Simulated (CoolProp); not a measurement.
Isobutane along the isobar 12.2 bar: density (kg/m³) from the reference equation and from simpler models built on Tc = 407.8 K, pc = 36.29 bar, ω = 0.184; each cubic takes its own stable root.

The numbers come from the reference Helmholtz-energy equation of state, Bücker 2006 in CoolProp.

```tsv
T (K)	phase	reference	Redlich-Kwong	Soave-Redlich-Kwong
140.7	liquid	715.4	656.7	657.7
169	liquid	688.6	636.1	639.5
197.2	liquid	661.4	612.8	618.9
225.5	liquid	633.2	586.5	595.1
253.7	liquid	603.7	556.7	567.8
282	liquid	572.0	522.4	535.7
310.2	liquid	537.0	482.2	497.2
338.5	liquid	495.5	431.8	448.2
366.8	gas	28.69	28.30	28.53
395	gas	25.13	25.06	25.11
423.3	gas	22.60	22.64	22.60
451.5	gas	20.66	20.74	20.65
479.8	gas	19.08	19.18	19.06
```
